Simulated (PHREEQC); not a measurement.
Make-up at 29 °C: 1.6 mmol/kgw Na2SO4, 37 mmol/kgw CuCl2 and 1.6 mmol/kgw HBF4. Closed to the air; pH follows from the charge balance.

The numbers come from PHREEQC with the ion-association model, phreeqc.dat.

Each row changes one thing in this solution. No solid was allowed to form.

```
case                                 pH  ionic strength (mol/kgw)  Cl- (mol/kgw)  Cu+2 (mol/kgw)  CuCl+ (mol/kgw)  HF (mol/kgw)
---------------------------------  ----  ------------------------  -------------  --------------  ---------------  ------------
as made                            2.77                     0.108         0.0709          0.0330          0.00296       0.00230
diluted 2-fold with water          2.95                    0.0557         0.0360               …         0.000936       0.00148
diluted 10-fold with water         3.42                    0.0117        0.00734         0.00359          5.64e-5      0.000218
temperature from 29 to 70 °C       2.88                    0.0915         0.0626          0.0249           0.0108       0.00380
temperature from 29 to 20 °C       2.75                     0.110         0.0719          0.0340          0.00200       0.00202
Na2SO4 left out                    2.76                     0.106         0.0708          0.0336                …       0.00231
HBF4 from 0.0016 to 0.016 mol/kgw  1.92                     0.121         0.0710          0.0333          0.00290       0.00700
```

Q: Some entries are withheld; supply them.

A: 
- diluted 2-fold with water, Cu+2 (mol/kgw): 0.0171
- Na2SO4 left out, CuCl+ (mol/kgw): 0.00303

Away from 25 °C the constants follow the database's enthalpies or fits; those with neither stay at their 25 °C values. Real BF4- forms and hydrolyses slowly; the run takes it at equilibrium.
